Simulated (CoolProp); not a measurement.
Values from CoolProp's reference Helmholtz-energy equation of state, Lemmon 2006. It is a short technical equation, of lower accuracy than the large ones.

Task: For neopentane, give the phase and the Z, speed of sound (m/s), expansivity (1/kK), fugacity coefficient at 550 K and 20000 kPa.

Result: 
- 550 K and 20000 kPa: supercritical; Z 0.851, speed of sound 416, expansivity 2.57, fugacity coefficient 0.515
